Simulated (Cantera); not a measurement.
A freely propagating, adiabatic, planar premixed flame of H2 : O2 : N2 = 1 : 0.333 : 1.57 (molar parts), equivalence ratio 1.5, unburnt at 575 K and 5.00 bar; mixture-averaged transport, grid criteria slope 0.08 and curve 0.16, no radiation.

Model: the H2/O2 subset of GRI-Mech 3.0, which has no nitrogen chemistry, integrated in Cantera. The hydrogen kinetics of GRI-Mech 3.0 are dated; newer H2 mechanisms differ, most at raised pressure. Burning velocities carry a grid error of a few per cent, more on coarse grids.

Q: Predict: laminar burning velocity; thermal thickness; peak x(HO2); peak x(H); peak x(H2O2).

A: 
| Property | Value |
|---|---|
| laminar burning velocity | 679 cm/s |
| thermal thickness | 0.0572 mm |
| peak x(HO2) | 0.000835 |
| peak x(H) | 0.0444 |
| peak x(H2O2) | 5.90e-5 |
